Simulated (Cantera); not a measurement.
An adiabatic, constant-volume homogeneous reactor starts with 5.64 % CH4, 1.13 % H2, 9.14 % O2, 84.1 % N2, at 1573 K and 0.326 atm.

Cantera simulation using GRI-Mech 3.0 (53 species, 325 reactions); the numbers are that mechanism's predictions, not measurements.

x: mole fraction; the columns are a selection and need not sum to one.

```tsv
t (s)	T (K)	P (bar)	x CH4	x H2	x O2	x C2H6	x H	x CH2	x CH2O
8.00e-6	1573	0.330	0.0564	0.0113	0.0914	1.74e-12	5.50e-8	<1e-12	2.51e-9
2.58e-5	1573	0.330	0.0564	0.0113	0.0914	9.03e-11	[?]	1.84e-12	[?]
8.31e-5	1573	0.330	0.0564	0.0113	0.0914	4.46e-9	1.41e-7	1.82e-11	4.59e-7
0.000268	1573	0.330	0.0564	0.0113	0.0914	3.57e-7	5.63e-7	4.64e-10	7.96e-6
0.000863	1577	0.331	0.0550	0.0113	0.0907	0.000118	9.56e-6	8.48e-8	0.000269
0.00278	2434	0.530	<1e-12	0.0249	0.00338	<1e-12	0.0117	<1e-12	1.42e-10
0.00896	2540	0.549	<1e-12	0.0234	[?]	<1e-12	0.00632	<1e-12	1.73e-10
0.0289	2537	0.549	<1e-12	0.0237	0.00138	<1e-12	0.00618	<1e-12	1.77e-10
0.0931	2537	0.548	<1e-12	0.0237	0.00137	<1e-12	0.00617	<1e-12	1.77e-10
0.300	2537	0.548	<1e-12	0.0237	0.00137	<1e-12	0.00617	<1e-12	1.77e-10
```

### Question
Complete the blanks.

### Answer

- 2.58e-5, x H: 7.30e-8
- 2.58e-5, x CH2O: 3.42e-8
- 0.00896, x O2: 0.00150
